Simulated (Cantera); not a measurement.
Chlorosilane synthesis and conversion: SiCl4 + Cl2 + H2 + N2

Charge: 1 mol SiCl4, 0.87 mol Cl2, 1.6 mol H2, 0.0033 mol N2, equilibrated at 1 atm.

These are equilibrium values from Cantera (NASA tables, ideal gas, pure condensed phases), not measurements of a reactor. Candidate condensed phases: NH4Cl, Si, Si3N4; 28 gas species. The tables' values for SiCl3 are old estimates; treat these amounts as uncertain. Kinetics and transport are ignored.

From 702 °C to 1002 °C nothing is condensed. The main Si-bearing gas is SiCl4 throughout.

| T (°C) | x HCl | x SiCl4 | x H2 | x SiHCl3 | x SiCl3 | x N2 | x SiCl2 |
|---|---|---|---|---|---|---|---|
| 702 | 0.502 | 0.287 | 0.209 | 0.000686 | 1.86e-5 | 0.000949 | 3.42e-8 |
| 752 | 0.502 | 0.287 | 0.209 | 0.00103 | 5.31e-5 | 0.000949 | 2.05e-7 |
| 802 | 0.503 | 0.286 | 0.209 | 0.00148 | 0.000137 | 0.000949 | 1.04e-6 |
| 852 | 0.503 | 0.285 | 0.208 | 0.00205 | 0.000323 | 0.000950 | 4.50e-6 |
| 902 | 0.504 | 0.284 | 0.207 | 0.00275 | 0.000706 | 0.000949 | 1.71e-5 |
| 952 | 0.506 | 0.283 | 0.206 | 0.00359 | 0.00144 | 0.000949 | 5.78e-5 |
| 1002 | 0.508 | 0.280 | 0.204 | 0.00453 | 0.00275 | 0.000948 | 0.000175 |
x: gas mole fraction; nothing condenses.
